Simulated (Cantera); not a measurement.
A perfectly stirred reactor is fed with 7.16 % CH₄, 1.00 % CO, 19.3 % O₂, 72.3 % N₂, 0.265 % CO₂, at 5.30 bar; it is adiabatic with a 650 K inlet, and is followed from long to short residence time, starting on the burning branch (τ in s: 0.13, 0.056, 0.025, 0.011, 0.0049, 0.0022, 0.00096, 0.00043, 0.00019, 8.5e-05, 3.8e-05, 1.7e-05, 7.4e-06).

Model: GRI-Mech 3.0 (53 species, 325 reactions), integrated in Cantera.

x: mole fraction; the columns are a selection and need not sum to one.

```
τ (s)    T (K)     x CH₄     x CO    x O₂         x H     x OH    x N₂O     x CH₃
-------  -----  --------  -------  ------  ----------  -------  -------  --------
0.13      2212   6.24e-7  0.00119  0.0430     5.23e-5  0.00279  7.06e-7   2.58e-7
0.056     2214   1.41e-6  0.00124  0.0435     5.50e-5  0.00285  7.18e-7   5.85e-7
0.025     2214   3.05e-6  0.00135  0.0440  (withheld)  0.00293  7.36e-7   1.27e-6
0.011     2213   6.53e-6  0.00157  0.0443  (withheld)  0.00306  7.76e-7   2.71e-6
0.0049    2208   1.33e-5  0.00200  0.0446  (withheld)  0.00329  8.53e-7   5.46e-6
0.0022    2199   2.54e-5  0.00279  0.0451  (withheld)  0.00369  9.78e-7   1.02e-5
0.00096   2182   4.73e-5  0.00423  0.0458  (withheld)  0.00429  1.13e-6   1.84e-5
0.00043   2155   8.44e-5  0.00645  0.0469  (withheld)  0.00502  1.22e-6   3.09e-5
0.00019   2116  0.000154  0.00984  0.0487  (withheld)  0.00579  1.20e-6   5.19e-5
8.5e-5    2060  0.000293   0.0147  0.0516  (withheld)  0.00635  1.08e-6   8.86e-5
3.8e-5    1981  0.000631   0.0221  0.0565  (withheld)  0.00630  9.12e-7  0.000165
1.7e-5     650    0.0716   0.0100   0.193      <1e-12   <1e-12   <1e-12    <1e-12
7.4e-6     650    0.0716   0.0100   0.193      <1e-12   <1e-12   <1e-12    <1e-12
```

Complete the blanks.


- 0.025, x H: 5.99e-5
- 0.011, x H: 7.01e-5
- 0.0049, x H: 9.20e-5
- 0.0022, x H: 0.000139
- 0.00096, x H: 0.000241
- 0.00043, x H: 0.000438
- 0.00019, x H: 0.000799
- 8.5e-5, x H: 0.00136
- 3.8e-5, x H: 0.00205
